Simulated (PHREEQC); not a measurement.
Consider water at 25 °C with 0.0095 mol/kgw CdSO4, 0.0002 mol/kgw NaOH and 0.00048 mol/kgw HCl. Closed to the air; pH follows from the charge balance.

Equilibrium calculation in PHREEQC: ion-association model, wateq4f.dat.

```json
[
 {"quantity": "pH", "before": "3.73", "after": "8.62"},
 {"quantity": "ionic strength (mol/kgw)", "before": "0.0248", "after": "0.0246"}
]
```

**Question.** Name the change that produced these shifts.
A. temperature from 25 to 75 °C
B. HCl from 0.00048 to 4.8e-05 mol/kgw
C. 0.0024 mol/kgw NaHSO4 added
D. CdSO4 from 0.0095 to 0.00475 mol/kgw
E. 0.00017 mol/kgw CsOH added

**Answer.** B, HCl from 0.00048 to 4.8e-05 mol/kgw

This is a speciation only: nothing precipitates in the calculation. Some of these states are supersaturated (in Cd(OH)2, for instance).
